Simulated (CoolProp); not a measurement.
Vapour-liquid equilibrium of R1234ze(E) (1) + R227EA (2) at 39.95 °C; x and y are mole fractions of (1).

Computed with CoolProp (multi-fluid Helmholtz-energy mixture model, Thol 2016 and Lemmon 2016; pair parameters Bell 2023).

```json
[
 {"x": "0.05", "bubble pressure (bar)": "7.072", "y at the bubble point": "0.056", "dew pressure at overall composition x (bar)": "7.066", "liquid density (mol/L)": "7.846"},
 {"x": "0.2", "bubble pressure (bar)": "7.230", "y at the bubble point": "0.217", "dew pressure at overall composition x (bar)": "7.214", "liquid density (mol/L)": "8.087"},
 {"x": "0.35", "bubble pressure (bar)": "7.368", "y at the bubble point": "0.371", "dew pressure at overall composition x (bar)": "7.350", "liquid density (mol/L)": "8.346"},
 {"x": "0.5", "bubble pressure (bar)": "7.482", "y at the bubble point": "0.518", "dew pressure at overall composition x (bar)": "7.469", "liquid density (mol/L)": "8.625"},
 {"x": "0.65", "bubble pressure (bar)": "7.569", "y at the bubble point": "0.662", "dew pressure at overall composition x (bar)": "7.563", "liquid density (mol/L)": "8.929"},
 {"x": "0.8", "bubble pressure (bar)": "7.627", "y at the bubble point": "0.805", "dew pressure at overall composition x (bar)": "7.626", "liquid density (mol/L)": "9.259"},
 {"x": "0.95", "bubble pressure (bar)": "7.653", "y at the bubble point": "0.950", "dew pressure at overall composition x (bar)": "7.653", "liquid density (mol/L)": "9.620"}
]
```

No azeotrope shows between x = 0.05 and 0.95.

Pair parameters are fitted to limited data, so mixtures are less certain than the pure fluids.
